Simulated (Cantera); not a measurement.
## Dilute partial oxidation

A perfectly stirred reactor is fed with 1.26 % C2H4, 1.93 % O2, 96.6 % N2, 0.164 % CH4, equivalence ratio 2.1, at 1.00 bar; it is held at 1425 K, and followed from long to short residence time.

Model: GRI-Mech 3.0 (53 species, 325 reactions), integrated in Cantera. GRI-Mech 3.0 was tuned for natural gas; its chemistry of ethylene as a main component is partial and can be far from experiment. The temperature is held fixed by assumption; the heat of reaction is taken as removed at once.

```tsv
τ (s)	x C2H4	x O2	x CH4	x N2O	x C2H2
11	5.65e-5	0.000109	0.00103	1.84e-10	0.00305
2.5	9.89e-5	0.000225	0.000889	4.18e-10	0.00324
0.54	0.000180	0.000445	0.000774	8.53e-10	0.00326
0.12	0.000330	0.000843	0.000721	1.66e-9	0.00313
0.027	0.000613	0.00157	0.000742	3.12e-9	0.00288
0.0059	0.00118	0.00299	0.000850	4.99e-9	0.00257
0.0013	0.00237	0.00567	0.00104	5.93e-9	0.00226
```
x: mole fraction; the columns are a selection and need not sum to one.
